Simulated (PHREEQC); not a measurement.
Make-up at 25 °C: 0.0043 mol/kgw HNO3, 0.02 mol/kgw FeCl3 and 0.007 mol/kgw MgCl2. Closed to the air; pH follows from the charge balance.

Equilibrium calculation in PHREEQC: ion-association model, phreeqc.dat.

No solid was allowed to form.

### Question
Order these Cl species by the share of Cl that they hold, largest first: FeCl2+, FeCl+2, Cl-.

### Answer
Cl- (91 %), FeCl+2 (7.4 %), FeCl2+ (1.5 %)

### Question
Order these Fe species by the share of Fe that they hold, largest first: FeCl+2, FeOH+2, FeCl2+, Fe+3, Fe2(OH)2+4.

### Answer
Fe+3 (39 %), FeCl+2 (27 %), Fe2(OH)2+4 (15 %), FeOH+2 (13 %), FeCl2+ (2.9 %)

The pH is 2.06 and the ionic strength 0.121 mol/kgw. Examples of supersaturated solids here: Hematite (slow to form), Goethite (slow to form). Others may be too.
